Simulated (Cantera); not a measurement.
What does this Cantera script print?

```python
import numpy as np
import cantera as ct

gas_names = """
    CL CL2 H HCL H2 N NH NH2 NH3 N2 N2H2 N2H4 Si SiCL SiCL2 SiCL3 SiCL4 SiH SiHCL3 SiH2 SiH2CL2 SiH3
    SiH3CL SiH4 SiN Si2 Si2N Si3
""".split()
cond_names = """
    NH4CL(a) NH4CL(b) Si(cr) Si(L) Si3N4(a)
""".split()


# ... load() reads the species with a 1 bar reference pressure and builds the phases ...
atoms = {
    'Si2H6': {'Si': 2, 'H': 6},
    'Cl2': {'CL': 2},
    'N2': {'N': 2},
}
top_T = {'Si3N4(a)': 2400}  # K; cautious upper limits of use, not melting points


# ... equilibrate(T, P, feed) seeds the gas with the atoms and calls Mixture.equilibrate('TP', solver="vcs", rtol=1e-11, max_steps=5000) ...
results = []
feed = {'Si2H6': 1, 'Cl2': 0.54, 'N2': 22}  # mol
T = 1198.15  # K
P = 133.322  # Pa
mix = equilibrate(T, P, feed)
results.append((T, P, feed, dict(zip(mix.species_names, mix.species_moles))))
x = sorted(zip(gas.X, gas.species_names), reverse=True)
print(f"T = {T:g} K  P = {P:g} Pa  gas = {mix.phase_moles(0):.4g} mol")
print("   x: " + "  ".join(f"{s} {v:.3e}" for v, s in x if v > 0.0001))
print("   condensed (mol): " + ("  ".join(f"{mix.phase(i).name} {mix.phase_moles(i):.4g}"
      for i in range(1, mix.n_phases) if mix.phase_moles(i) > 1e-12) or "none"))
```

It prints:

```
T = 1198.15 K  P = 133.322 Pa  gas = 24.21 mol
   x: N2 8.538e-01  H2 1.017e-01  HCL 4.449e-02
   condensed (mol): Si3N4(a) 0.6663
```

Cantera equilibrium calculation (NASA polynomials, part measured and part estimated; ideal gas, pure solids and liquids). The feed counts by its element totals alone. N2 is the only nitrogen source here; it is nearly inert below about 1500 K, so the nitride shown seldom forms there in practice.
